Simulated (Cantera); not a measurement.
An isothermal, constant-pressure homogeneous reactor starts with 87.7 % NO, 12.3 % N2, at 1975 K and 39000 Pa.

Model: GRI-Mech 3.0 (53 species, 325 reactions), integrated in Cantera.

x: mole fraction; the columns are a selection and need not sum to one.

```json
[
 {"t (s)": "4.00e-5", "x NO": "0.877", "x O2": "9.56e-8", "x O": "9.54e-6", "x N2O": "1.14e-5", "x NO2": "?", "x N2": "0.123"},
 {"t (s)": "0.000123", "x NO": "0.877", "x O2": "8.45e-7", "x O": "2.22e-5", "x N2O": "3.40e-5", "x NO2": "?", "x N2": "0.123"},
 {"t (s)": "0.000380", "x NO": "0.877", "x O2": "9.22e-6", "x O": "4.85e-5", "x N2O": "9.46e-5", "x NO2": "?", "x N2": "0.123"},
 {"t (s)": "0.00117", "x NO": "0.876", "x O2": "0.000122", "x O": "9.66e-5", "x N2O": "0.000216", "x NO2": "?", "x N2": "0.123"},
 {"t (s)": "0.00360", "x NO": "0.875", "x O2": "0.000844", "x O": "0.000120", "x N2O": "0.000324", "x NO2": "?", "x N2": "0.124"},
 {"t (s)": "0.0111", "x NO": "0.870", "x O2": "0.00334", "x O": "0.000130", "x N2O": "0.000334", "x NO2": "?", "x N2": "0.126"},
 {"t (s)": "0.0342", "x NO": "0.854", "x O2": "0.0110", "x O": "0.000152", "x N2O": "0.000319", "x NO2": "?", "x N2": "0.134"},
 {"t (s)": "0.105", "x NO": "0.808", "x O2": "0.0343", "x O": "0.000203", "x N2O": "0.000278", "x NO2": "?", "x N2": "0.157"},
 {"t (s)": "0.324", "x NO": "0.678", "x O2": "0.0987", "x O": "0.000301", "x N2O": "0.000188", "x NO2": "?", "x N2": "0.222"},
 {"t (s)": "0.999", "x NO": "0.409", "x O2": "0.233", "x O": "0.000439", "x N2O": "6.46e-5", "x NO2": "?", "x N2": "0.357"},
 {"t (s)": "3.08", "x NO": "0.121", "x O2": "0.378", "x O": "0.000548", "x N2O": "5.56e-6", "x NO2": "?", "x N2": "0.501"},
 {"t (s)": "9.48", "x NO": "0.0209", "x O2": "0.428", "x O": "0.000581", "x N2O": "3.84e-7", "x NO2": "?", "x N2": "0.551"},
 {"t (s)": "29.2", "x NO": "0.00897", "x O2": "0.434", "x O": "0.000584", "x N2O": "2.58e-7", "x NO2": "1.45e-5", "x N2": "0.557"},
 {"t (s)": "90.0", "x NO": "0.00867", "x O2": "0.434", "x O": "0.000584", "x N2O": "2.56e-7", "x NO2": "1.40e-5", "x N2": "0.557"}
]
```

### Question
What belongs in the gaps?

### Answer

- 4.00e-5, x NO2: 2.25e-6
- 0.000123, x NO2: 1.50e-5
- 0.000380, x NO2: 6.82e-5
- 0.00117, x NO2: 0.000182
- 0.00360, x NO2: 0.000235
- 0.0111, x NO2: 0.000257
- 0.0342, x NO2: 0.000305
- 0.105, x NO2: 0.000407
- 0.324, x NO2: 0.000533
- 0.999, x NO2: 0.000485
- 3.08, x NO2: 0.000182
- 9.48, x NO2: 3.35e-5
